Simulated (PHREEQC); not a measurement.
Make-up at 5.2 °C: 0.3 mol BaCl2 per kg of water. Closed to the air; pH follows from the charge balance.

Model: ion-association model, phreeqc.dat, run in PHREEQC.

```json
{
 "ionic_strength": "0.900 mol/kgw",
 "activity_of_water": "0.985",
 "density": "1.055 g/cm³"
}
```

| species | molality | activity | log γ |
|---|---|---|---|
| Cl- | 0.600 | 0.373 | -0.206 |
| Ba+2 | 0.300 | 0.0596 | -0.702 |
| H+ | 9.07e-8 | 6.82e-8 | -0.124 |
| OH- | 4.61e-8 | 2.74e-8 | -0.225 |
| BaOH+ | 4.46e-8 | 2.92e-8 | -0.184 |

No solid was allowed to form. The ionic strength is past about 0.7 mol/kgw, beyond the range of this activity model, so the values are rough. At this temperature some constants are extrapolated from 25 °C, and those without enthalpy data are left unchanged.
